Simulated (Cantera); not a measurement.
Charge: 1 mol CF₄, 0.44 mol H₂, 1.9 mol F₂, equilibrated at 960 Pa.

Equilibrium computed with Cantera from the NASA thermochemical tables; the gas is ideal and each condensed phase is pure. Candidate condensed phases: C, C₆H₆, C₇H₈, C₈H₁₈; 95 gas species. Gases not in the tables: C₂F₆ and larger saturated fluorocarbons. Kinetics and transport are ignored. All values below are at 1223 K.

Base state: F 0.595, CF₄ 0.210, HF 0.185, F₂ 0.00940 (mole fractions); condensed: gas only.

Question: What changes in the equilibrium state with this change: H₂ from 0.44 to 0.8 mol?

Answer: 
```
species   before    after
-------  -------  -------
F          0.595    0.450
HF         0.185    0.335
CF₄        0.210    0.209
F₂       0.00940  0.00538
```
